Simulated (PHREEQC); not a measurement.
A PHREEQC speciation (ion-association model, phreeqc.dat) at 25 °C gives pH 0.67 and these molalities:

```
species      mol/kgw
----------  --------
Cl-            0.407
H+             0.279
FeCl+2        0.0381
FeCl2+        0.0144
Fe+3          0.0115
Mn+2        0.000908
HSO4-       0.000510
FeHSO4+2    0.000405
MnCl+       0.000363
FeSO4+      0.000298
FeCl3       0.000234
FeOH+2      0.000141
SO4-2        8.61e-5
MnCl2        2.57e-5
Fe2(OH)2+4   3.74e-6
MnCl3-       3.08e-6
MnSO4        6.55e-7
```

Question: What are the element totals, and what could have been dissolved in 1 kg of water to give them?

Answer: One answer among several that fit: totals Cl 0.475, Fe(3) 0.0650, Mn(2) 0.00130, S(6) 0.00130 mol/kgw, from 0.28 mol HCl, 0.065 mol FeCl3 and 0.0013 mol MnSO4 per kg of water.

This is a speciation only: nothing precipitates in the calculation. The solution is supersaturated, for example in Hematite (slow to form), so a real one may precipitate; this is no full list. Complexes and solids missing from the database can't appear.
